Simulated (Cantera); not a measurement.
**Adiabatic ignition**

An adiabatic, constant-pressure homogeneous reactor starts with 29.3 % H2, 4.69 % O2, 66.0 % N2, equivalence ratio 3.1, at 1050 K and 2850 Torr.

Model: the H2/O2 subset of GRI-Mech 3.0, which has no nitrogen chemistry, integrated in Cantera. The hydrogen kinetics of GRI-Mech 3.0 are dated; newer H2 mechanisms differ, most at raised pressure.

```tsv
t (s)	T (K)	x H2	x O2	x OH	x H2O	x H
3.00e-6	1050	0.293	0.0469	4.27e-12	1.28e-10	3.03e-10
9.76e-6	1050	0.293	0.0469	9.22e-12	1.07e-9	6.24e-10
3.18e-5	1050	0.293	0.0469	1.27e-11	5.98e-9	8.52e-10
0.000103	1050	0.293	0.0469	1.90e-11	2.78e-8	1.24e-9
0.000337	1050	0.293	0.0469	6.35e-11	1.97e-7	3.80e-9
0.00110	1050	0.293	0.0469	1.93e-9	8.32e-6	9.60e-8
0.00357	1745	0.209	3.75e-9	1.08e-5	0.0984	0.000398
0.0116	1747	0.209	1.24e-10	2.02e-6	0.0985	7.37e-5
0.0378	1748	0.209	6.29e-11	1.48e-6	0.0985	5.39e-5
0.123	1748	0.209	6.26e-11	1.47e-6	0.0985	5.38e-5
0.400	1748	0.209	6.26e-11	1.47e-6	0.0985	5.38e-5
```
x: mole fraction; the columns are a selection and need not sum to one.

```json
{
 "time_of_steepest_temperature_rise": "2.21 ms",
 "temperature at 0.400 s": "1748 K",
 "equilibrium_temperature": "1748 K",
 "x(H2) at 0.400 s": "0.209 (gas-phase equilibrium 0.209)",
 "x(O2) at 0.400 s": "6.26e-11 (gas-phase equilibrium 6.26e-11)",
 "x(OH) at 0.400 s": "1.47e-6 (gas-phase equilibrium 1.47e-6)"
}
```
